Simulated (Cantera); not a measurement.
Mixture: CH4 : O2 : N2 = 1 : 2.02 : 7.6 (molar parts), equivalence ratio 0.99, at 4.93 atm, adiabatic and at constant pressure. Ignition delay is the time to a rise of 400 K.

Cantera simulation using GRI-Mech 3.0 (53 species, 325 reactions); the numbers are that mechanism's predictions, not measurements.

```tsv
quantity	before	after
delay at 1250 K	5.30 ms	4.13 ms
delay at 1400 K	0.940 ms	0.746 ms
delay at 1550 K	0.207 ms	0.174 ms
delay at 1700 K	57.5 µs	52.1 µs
delay at 1850 K	20.2 µs	19.7 µs
apparent activation energy between 1700 and 1850 K	180 kJ/mol	170 kJ/mol
```

Which change was made?
(A) pressure from 4.93 atm to 1.00 atm
(B) pressure from 4.93 atm to 0.553 atm
(C) constant volume in place of constant pressure
(D) CH4 1 to 0.6 parts

D, CH4 1 to 0.6 parts
